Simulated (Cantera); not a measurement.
An isothermal, constant-pressure homogeneous reactor starts with N2O : N2 = 9.1 : 1 (molar parts), at 1425 K and 0.0267 bar.

Detailed kinetics in Cantera: GRI-Mech 3.0 (53 species, 325 reactions). GRI-Mech 3.0 was tuned for natural gas; its chemistry of N2O as a main component is partial and can be far from experiment. Radical loss at walls, strong at low pressure, is not modelled. The temperature is held fixed by assumption; the heat of reaction is taken as removed at once.

Predict: x(N2O) at 6.00 s; x(NO) at 6.00 s; x(O2) at 6.00 s; x(NO2) at 6.00 s; x(O) at 6.00 s; x(N2) at 6.00 s.


* **x(N2O) at 6.00 s**: 0.0204 (gas-phase equilibrium 9.12e-9)
* **x(NO) at 6.00 s**: 0.126 (gas-phase equilibrium 0.000950)
* **x(O2) at 6.00 s**: 0.241 (gas-phase equilibrium 0.310)
* **x(NO2) at 6.00 s**: 4.73e-5 (gas-phase equilibrium 1.28e-6)
* **x(O) at 6.00 s**: 2.68e-5 (gas-phase equilibrium 4.76e-6)
* **x(N2) at 6.00 s**: 0.613 (gas-phase equilibrium 0.689)
